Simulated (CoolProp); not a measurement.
The fluid at 324.01 K and 4.62 MPa flows at 0.15 m/s in a round tube of 4.6 mm bore and 15 µm roughness, fully developed (64/Re and Nu = 3.66 if laminar; Colebrook and Gnielinski if turbulent). The same conditions are run with several fluids, on thermodynamics alone (safety and materials aside).

The numbers come from the reference Helmholtz-energy equation of state of each fluid (C3F8 (R218): Lemmon 2006; toluene: Lemmon 2006; R507A: Lemmon 2003) in CoolProp. Blends and air are pseudo-pure fits.

Q: Rank C3F8 (R218), toluene, R507A by Reynolds number, highest first.

A: R507A (6530), C3F8 (R218) (6330), toluene (1350)

```
fluid        Darcy friction factor  pressure drop (Pa/m)  heat-transfer coefficient (W/(m² K))  mass flow (kg/h)
-----------  ---------------------  --------------------  ------------------------------------  ----------------
C3F8 (R218)                 0.0388                   117                                   402              11.1
toluene                     0.0476                  97.9                                  99.4              7.56
R507A                       0.0385                  89.6                                   518              8.53
```

Transport values come from each fluid's own correlations; those of C3F8 (R218) are estimates that may be off by 10 % or more.
